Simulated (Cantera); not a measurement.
A Cantera script and its output.

```python
import numpy as np
import cantera as ct

gas = ct.Solution("gri30.yaml")


def delay(T, t_max=10):
    gas.TPX = T, 160000, {'CH4': 1, 'H2': 0.24, 'O2': 3.79, 'N2': 14.2}
    reactor = ct.IdealGasReactor(gas, clone=False)
    net = ct.ReactorNet([reactor])
    net.rtol, net.atol = 1e-8, 1e-16
    while net.time < t_max:
        t_old, T_old = net.time, reactor.T
        net.step()
        if reactor.T > T + 400:  # ignition: a rise of 400 K
            return t_old + (T + 400 - T_old) / (reactor.T - T_old) * (net.time - t_old)
    return np.nan


taus = []
for T in [1450, 1525, 1600, 1675, 1750]:
    taus.append(delay(T))
    print(f"T0 = {T:6g} K   tau = {taus[-1]:.4e} s")

# d ln(tau) / d ln(k), from doubling and halving each rate constant
T, sens = 1450, []
for i in range(gas.n_reactions):
    gas.set_multiplier(2.0, i)
    up = delay(T)
    gas.set_multiplier(0.5, i)
    down = delay(T)
    gas.set_multiplier(1.0, i)
    sens.append((np.log(up / down) / np.log(4.0), gas.reaction(i).equation))
sens.sort(key=lambda x: -abs(x[0]))
print(f"sensitivities at {T} K")
for s, eq in sens[:10]:
    print(f"{s:8.3f}  {eq}")
```

It prints:

```
T0 =   1450 K   tau = 3.5623e-04 s
T0 =   1525 K   tau = 2.0940e-04 s
T0 =   1600 K   tau = 1.2971e-04 s
T0 =   1675 K   tau = 8.3869e-05 s
T0 =   1750 K   tau = 5.6136e-05 s
sensitivities at 1450 K
  -0.741  H + O2 <=> O + OH
   0.342  2 CH3 (+M) <=> C2H6 (+M)
   0.330  CH4 + OH <=> CH3 + H2O
  -0.251  H2 + OH <=> H + H2O
  -0.229  CH3 + O2 <=> CH3O + O
  -0.201  CH3 + HO2 <=> CH3O + OH
   0.144  CH4 + H <=> CH3 + H2
  -0.099  CH3 + O2 <=> CH2O + OH
  -0.084  2 CH3 <=> C2H5 + H
  -0.069  H2 + O <=> H + OH
```

Model: GRI-Mech 3.0 (53 species, 325 reactions), integrated in Cantera.
